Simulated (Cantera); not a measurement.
A closed system holds: 1 mol SiH2Cl2, 2.8 mol NH3, equilibrated at 825 K and 18.0 Pa.

Equilibrium computed with Cantera from the NASA thermochemical tables; the gas is ideal and each condensed phase is pure. Candidate condensed phases: NH4Cl, Si, Si3N4; 28 gas species. Equilibrium is a limit: real reactors are often held back by kinetics, nucleation or transport.

Base state: H2 0.612, HCl 0.277, N2 0.108, SiCl4 0.00284 (mole fractions); condensed: Si3N4(s).

**Question.** What changes in the equilibrium state with this change: SiH2Cl2 replaced by Si2Cl6?

**Answer.** 
| species | before | after |
|---|---|---|
| HCl | 0.277 | 0.476 |
| H2 | 0.612 | 0.358 |
| SiCl4 | 0.00284 | 0.0939 |
| N2 | 0.108 | 0.0721 |
| SiCl3 | 8.34e-7 | 1.23e-5 |
| SiHCl3 | 7.74e-6 | 8.74e-5 |
| Si3N4(s), mol | 0.327 | 0.446 |
The feed counts by its element totals alone. The tables' values for SiCl3 are old estimates; treat these amounts as uncertain.

**Question.** What changes in the equilibrium state with this change: temperature from 825 K to 1700 K?

**Answer.** 
| species | before | after |
|---|---|---|
| H2 | 0.612 | 0.617 |
| N2 | 0.108 | 0.182 |
| HCl | 0.277 | 0.112 |
| SiCl2 | 2.16e-8 | 0.0729 |
| H | <1e-9 | 0.00863 |
| Si | <1e-9 | 0.00377 |
| Cl | <1e-9 | 0.00122 |
| SiCl | <1e-9 | 0.00117 |
| Si3N4(s), mol | 0.327 | 0 |
| Si(l), mol | 0 | 0.400 |
The tables' values for SiCl, SiCl3, SiN are old estimates; treat these amounts as uncertain.

**Question.** What changes in the equilibrium state with this change: NH3 from 2.8 to 13 mol?

**Answer.** 
```tsv
species	before	after
H2	0.612	0.713
N2	0.108	0.213
HCl	0.277	0.0731
SiCl4	0.00284	6.41e-6
Si3N4(s), mol	0.327	0.333
```
